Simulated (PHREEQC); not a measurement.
Solution (25 °C): 0.46 mol HNO3, 1.22e-05 mol K2SO4 and 0.00094 mol CO2 per kg of water. Closed to the air; pH follows from the charge balance.

Equilibrium calculation in PHREEQC: ion-association model, phreeqc.dat.

Precipitation was switched off in this run.

Task: Predict the pH, activity of water, specific conductance.

Result: pH 0.45; activity of water 0.984; specific conductance 139000 µS/cm.

Task: In which forms is S present?

Result: HSO4- 91 %, SO4-2 9.1 % of the S.
